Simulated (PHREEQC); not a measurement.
Solution (25 °C): 0.062 mol/kgw CuSO4, 0.0026 mol/kgw NaHCO3 and 0.00011 mol/kgw NaCl. Closed to the air; pH follows from the charge balance.

Equilibrium calculation in PHREEQC: ion-association model, wateq4f.dat.

```yaml
pH: 5.28
ionic_strength: 0.138 mol/kgw
total_alkalinity: 2.60 meq/kg
```

```json
[
 {"species": "SO4-2", "molality": "0.0347", "activity": "0.0116", "log γ": "-0.476"},
 {"species": "Cu+2", "molality": "0.0324", "activity": "0.0119", "log γ": "-0.437"},
 {"species": "CuSO4", "molality": "0.0272", "activity": "0.0281", "log γ": "0.014"},
 {"species": "Na+", "molality": "0.00256", "activity": "0.00196", "log γ": "-0.117"},
 {"species": "CO2", "molality": "0.00141", "activity": "0.00146", "log γ": "0.014"},
 {"species": "CuHCO3+", "molality": "0.000960", "activity": "0.000733", "log γ": "-0.117"},
 {"species": "Cu2(OH)2+2", "molality": "0.000655", "activity": "0.000223", "log γ": "-0.468"},
 {"species": "HCO3-", "molality": "0.000160", "activity": "0.000123", "log γ": "-0.114"}
]
```

Precipitation was switched off in this run. Examples of supersaturated solids here: Antlerite, Brochantite. Others may be too.
